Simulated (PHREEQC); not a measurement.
**Copper plating or etch bath**

A solution holds 4.4 mmol/kgw CuCl2, 0.04 mmol/kgw HCl and 0.45 mmol/kgw H3BO3, at 25 °C. It is in equilibrium with CO2 at log p = -2 (atm). Otherwise closed; pH follows from the charge balance.

Equilibrium calculation in PHREEQC: ion-association model, phreeqc.dat.

Each row changes one thing in this solution. This is a speciation only: nothing precipitates in the calculation.

| case | pH | CuCl+ (mol/kgw) | CuHCO3+ (mol/kgw) | HCO3- (mol/kgw) | CuOH+ (mol/kgw) | Cu2(OH)2+2 (mol/kgw) |
|---|---|---|---|---|---|---|
| as made | 4.34 | 6.58e-5 | 5.22e-6 | 3.72e-6 | 6.89e-7 | 2.62e-7 |
| temperature from 25 to 20 °C | 4.34 | 5.17e-5 | 5.59e-6 | 3.96e-6 | 6.87e-7 | 1.57e-7 |
| temperature from 25 to 40 °C | 4.35 | 0.000128 | 4.07e-6 | 2.97e-6 | 6.80e-7 | 1.06e-6 |
| diluted 10-fold with water | 4.80 | 8.85e-7 | 1.87e-6 | 1.00e-5 | 2.46e-7 | 2.88e-8 |
| diluted 5-fold with water | 4.72 | 3.33e-6 | 2.95e-6 | 8.39e-6 | 3.89e-7 | 7.41e-8 |
| diluted 100-fold with water | 4.90 | 9.84e-9 | 2.51e-7 | 1.21e-5 | 3.31e-8 | 4.93e-10 |

At this temperature some constants are extrapolated from 25 °C, and those without enthalpy data are left unchanged.
